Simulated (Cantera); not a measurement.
An isothermal plug-flow reactor at 1298 K and 0.820 bar (inlet), inlet velocity 0.84 m/s, active area per volume 130 1/m; feed 0.351 % CH₄, 3.03 % O₂, 95.7 % N₂, 0.885 % H₂O.

Detailed kinetics in Cantera: Deutschmann's 1995 Pt surface mechanism with GRI-Mech 3.0 gas chemistry. Catalytic surfaces can have several steady states; this one follows from the mechanism file's or the stated starting coverage. Mass transfer to the wall is taken as infinitely fast.

One state of this run: x CH₄ = 0.00277; x O₂ = 0.0289; x H₂O = 0.0102; x CO₂ = 0.000660; x CO = 7.94e-6; θ free Pt = 0.632; θ O* = 0.367; θ OH* = 0.000887. x: gas mole fraction; θ: surface coverage.

Task: Which value of z (m) does it belong to?
(A) 8.4e-05
(B) 0.0012
(C) 0.0044
(D) 0.00031

Result: B, 0.0012
